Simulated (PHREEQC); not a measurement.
0.24 g of hydrous ferric oxide (600 m²/g; 0.2 weak and 0.005 strong sites per Fe, Dzombak-Morel constants, diffuse double layer) in 1 kg of water with 0.1 mol/kgw of an inert sodium salt and 0.0099 mmol/kgw H3BO3, 0.016 mmol/kgw CaCl2 and 0.00087 mmol/kgw ZnSO4, at 25 °C; the pH is set by adding NaOH or the inert anion's acid. Oxygen alone is held at its pressure in air (log pO2 = -0.68). No CO2 enters from the air. Precipitation was switched off in this run.

The numbers come from PHREEQC with the ion-association model, wateq4f.dat.

| pH | B sorbed (%) | Ca sorbed (%) | S sorbed (%) | Zn sorbed (%) | surface charge σ (C/m²) | surface potential ψ (mV) |
|---|---|---|---|---|---|---|
| 3 | 0.0 | 0.0 | 98.6 | 0.0 | 0.362 | 152 |
| 3.5 | 0.0 | 0.0 | 98.6 | 0.0 | 0.349 | 151 |
| 4 | 0.0 | 0.0 | 98.1 | 0.0 | 0.320 | 146 |
| 4.5 | 0.1 | 0.0 | 96.8 | 0.2 | 0.272 | 138 |
| 5 | 0.1 | 0.0 | 93.0 | 1.6 | 0.214 | 126 |
| 5.5 | 0.1 | 0.0 | 81.7 | 11.1 | 0.158 | 111 |
| 6 | 0.1 | 0.0 | 54.7 | 47.5 | 0.111 | 93 |
| 6.5 | 0.2 | 0.1 | 21.5 | 86.7 | 0.074 | 74 |
| 7 | 0.2 | 0.6 | 5.0 | 98.0 | 0.045 | 53 |
| 7.5 | 0.2 | 3.4 | 0.9 | 99.7 | 0.023 | 30 |
| 8 | 0.2 | 16.3 | 0.1 | 100.0 | 0.005 | 6 |
| 8.5 | 0.1 | 44.8 | 0.0 | 100.0 | -0.012 | -17 |
| 9 | 0.1 | 76.8 | 0.0 | 100.0 | -0.031 | -39 |

Complexes and solids missing from the database can't appear. The oxide is taken as insoluble; below pH 4 it would dissolve.
